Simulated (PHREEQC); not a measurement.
Solution (50 °C): 0.033 mol KOH, 0.00013 mol Na2SiO3 and 0.01 mol Na2CO3 per kg of water. Closed to the air; pH follows from the charge balance.

Computed with PHREEQC (ion-association model, phreeqc.dat).

This is a speciation only: nothing precipitates in the calculation.

Q: Order these C species by the share of C that they hold, largest first: HCO3-, NaCO3-, CO3-2.

A: CO3-2 (68 %), NaCO3- (31 %), HCO3- (1.1 %)

The pH is 11.68 and the ionic strength 0.0570 mol/kgw. At this temperature some constants are extrapolated from 25 °C, and those without enthalpy data are left unchanged.
